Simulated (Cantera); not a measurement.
## Thermodynamics of silicon epitaxy and polysilicon growth, feed SiHCl3 + N2

A closed system holds: 1 mol SiHCl3, 13 mol N2, at 0.0660 bar.

Method: chemical equilibrium by Gibbs-energy minimisation in Cantera with the NASA 1993 tables (ideal gas, pure condensed phases). Candidate condensed phases: NH4Cl, Si, Si3N4; 28 gas species. N2 is the only nitrogen source here; it is nearly inert below about 1500 K, so the nitride shown seldom forms there in practice. The tables' values for SiCl3 are old estimates; treat these amounts as uncertain. Equilibrium is a limit: real reactors are often held back by kinetics, nucleation or transport.

From 1023 K to 1323 K the condensed part is Si3N4(s). The main Si-bearing gas is SiCl4 throughout.

```csv
T (K),x N2,x HCl,x SiCl4,x H2,x SiCl3,n Si3N4(s)
1023,0.897,0.0585,0.0383,0.00605,3.89e-5,0.152
1048,0.897,0.0589,0.0382,0.00586,6.19e-5,0.153
1073,0.897,0.0592,0.0381,0.00568,9.63e-5,0.153
1098,0.897,0.0596,0.0379,0.00552,0.000147,0.153
1123,0.897,0.0599,0.0378,0.00537,0.000219,0.154
1148,0.897,0.0601,0.0376,0.00522,0.000321,0.154
1173,0.896,0.0604,0.0375,0.00509,0.000463,0.154
1198,0.896,0.0606,0.0372,0.00498,0.000656,0.154
1223,0.896,0.0608,0.0369,0.00487,0.000916,0.153
1248,0.896,0.0610,0.0365,0.00477,0.00126,0.153
1273,0.896,0.0611,0.0360,0.00468,0.00170,0.152
1298,0.896,0.0612,0.0354,0.00460,0.00226,0.151
1323,0.895,0.0613,0.0345,0.00454,0.00296,0.149
```
x: gas mole fraction; n: condensed amount in mol.
